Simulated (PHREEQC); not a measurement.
NaOH is added in steps, without added water, to 1 kg of water holding 3.2 mmol/kgw ZnSO4 and 0.051 mmol/kgw Na2SO4, at 25 °C. O2 is buffered at 0.21 atm. The system is closed to CO2. The run lets Zn(OH)2-e, Zn4(OH)6SO4, Mirabilite, Goslarite precipitate or redissolve, and no other solid.

Base run: PHREEQC, ion-association model, wateq4f.dat. Each further column changes one thing. The table gives pH.

```json
[
 {"NaOH added (mol)": "0", "base": "5.89", "ZnSO4 from 0.0032 to 0.00352 mol/kgw": "5.88", "no solid may form": "5.89"},
 {"NaOH added (mol)": "0.0006583", "base": "7.08", "ZnSO4 from 0.0032 to 0.00352 mol/kgw": "7.06", "no solid may form": "8.05"},
 {"NaOH added (mol)": "0.001646", "base": "7.16", "ZnSO4 from 0.0032 to 0.00352 mol/kgw": "7.12", "no solid may form": "8.33"},
 {"NaOH added (mol)": "0.002304", "base": "7.23", "ZnSO4 from 0.0032 to 0.00352 mol/kgw": "7.18", "no solid may form": "8.45"},
 {"NaOH added (mol)": "0.003292", "base": "7.37", "ZnSO4 from 0.0032 to 0.00352 mol/kgw": "7.29", "no solid may form": "8.61"},
 {"NaOH added (mol)": "0.00395", "base": "7.43", "ZnSO4 from 0.0032 to 0.00352 mol/kgw": "7.41", "no solid may form": "8.71"},
 {"NaOH added (mol)": "0.004608", "base": "7.45", "ZnSO4 from 0.0032 to 0.00352 mol/kgw": "7.45", "no solid may form": "8.82"},
 {"NaOH added (mol)": "0.005596", "base": "7.60", "ZnSO4 from 0.0032 to 0.00352 mol/kgw": "7.48", "no solid may form": "9.07"},
 {"NaOH added (mol)": "0.006254", "base": "7.97", "ZnSO4 from 0.0032 to 0.00352 mol/kgw": "7.61", "no solid may form": "9.47"},
 {"NaOH added (mol)": "0.007242", "base": "10.88", "ZnSO4 from 0.0032 to 0.00352 mol/kgw": "10.26", "no solid may form": "10.60"},
 {"NaOH added (mol)": "0.0079", "base": "11.13", "ZnSO4 from 0.0032 to 0.00352 mol/kgw": "10.89", "no solid may form": "10.87"}
]
```

 In at least one series the solution becomes supersaturated in solids that the run did not let form, among them Zn(OH)2-e, Zn4(OH)6SO4.
